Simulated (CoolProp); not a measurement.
Properties of nitrogen along the isotherm -162.05 °C.

Values from CoolProp's reference Helmholtz-energy equation of state, Span 2000.

```json
[
 {"p (MPa)": "0.943", "phase": "gas", "density (kg/m³)": "33.78", "cp (kJ/(kg K))": "[?]", "cv (kJ/(kg K))": "[?]", "isothermal compressibility (1/MPa)": "1.286", "viscosity (µPa s)": "8.18", "Prandtl number": "0.961"},
 {"p (MPa)": "1.89", "phase": "liquid", "density (kg/m³)": "617.1", "cp (kJ/(kg K))": "2.747", "cv (kJ/(kg K))": "0.9645", "isothermal compressibility (1/MPa)": "[?]", "viscosity (µPa s)": "55.0", "Prandtl number": "1.90"},
 {"p (MPa)": "2.83", "phase": "liquid", "density (kg/m³)": "628.1", "cp (kJ/(kg K))": "2.581", "cv (kJ/(kg K))": "0.9599", "isothermal compressibility (1/MPa)": "0.01704", "viscosity (µPa s)": "[?]", "Prandtl number": "1.80"},
 {"p (MPa)": "3.77", "phase": "liquid", "density (kg/m³)": "637.4", "cp (kJ/(kg K))": "2.463", "cv (kJ/(kg K))": "0.9578", "isothermal compressibility (1/MPa)": "0.01461", "viscosity (µPa s)": "59.8", "Prandtl number": "[?]"},
 {"p (MPa)": "4.72", "phase": "liquid", "density (kg/m³)": "645.8", "cp (kJ/(kg K))": "2.374", "cv (kJ/(kg K))": "0.9570", "isothermal compressibility (1/MPa)": "0.01283", "viscosity (µPa s)": "61.9", "Prandtl number": "1.69"},
 {"p (MPa)": "5.66", "phase": "liquid", "density (kg/m³)": "[?]", "cp (kJ/(kg K))": "[?]", "cv (kJ/(kg K))": "0.9572", "isothermal compressibility (1/MPa)": "0.01149", "viscosity (µPa s)": "63.8", "Prandtl number": "1.65"},
 {"p (MPa)": "6.6", "phase": "liquid", "density (kg/m³)": "659.9", "cp (kJ/(kg K))": "2.248", "cv (kJ/(kg K))": "0.9579", "isothermal compressibility (1/MPa)": "0.01042", "viscosity (µPa s)": "65.7", "Prandtl number": "1.62"},
 {"p (MPa)": "7.55", "phase": "liquid", "density (kg/m³)": "666.2", "cp (kJ/(kg K))": "2.200", "cv (kJ/(kg K))": "0.9589", "isothermal compressibility (1/MPa)": "0.009551", "viscosity (µPa s)": "67.4", "Prandtl number": "1.59"},
 {"p (MPa)": "8.49", "phase": "liquid", "density (kg/m³)": "672.0", "cp (kJ/(kg K))": "2.160", "cv (kJ/(kg K))": "0.9602", "isothermal compressibility (1/MPa)": "0.008833", "viscosity (µPa s)": "69.1", "Prandtl number": "1.57"}
]
```

Question: Complete the blanks.

Answer: 
- 0.943, cp (kJ/(kg K)): 1.385
- 0.943, cv (kJ/(kg K)): 0.8199
- 1.89, isothermal compressibility (1/MPa): 0.02069
- 2.83, viscosity (µPa s): 57.5
- 3.77, Prandtl number: 1.74
- 5.66, density (kg/m³): 653.2
- 5.66, cp (kJ/(kg K)): 2.304

Viscosity comes from a separate model (Lemmon 2004). Thermal conductivity comes from a separate model (Lemmon 2004).
